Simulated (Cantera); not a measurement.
Input: 1 mol CaF2, 0.22 mol H2, 0.44 mol N2, equilibrated at 1925 K and 250 Pa.

Method: chemical equilibrium by Gibbs-energy minimisation in Cantera with the NASA 1993 tables (ideal gas, pure condensed phases). Candidate condensed phases: Ca, CaF2; 25 gas species. The numbers say what is thermodynamically allowed, not how fast it happens.

Base state: CaF2 0.550, N2 0.259, H2 0.105, HF 0.0424, CaF 0.0337, H 0.00620, Ca 0.00433 (mole fractions); condensed: gas only.

Q: What changes in the equilibrium state with this change: CaF2 replaced by NaCl?

A: 
```tsv
species	before	after
NaCl	0	0.524
N2	0.259	0.256
H2	0.105	0.0974
CaF2	0.550	0
Na	0	0.0580
HCl	0	0.0554
HF	0.0424	0
CaF	0.0337	0
Ca	0.00433	0
Cl	0	0.00255
Na2Cl2	0	5.35e-5
```
Further candidate phases: NH4Cl, Na, NaCl.
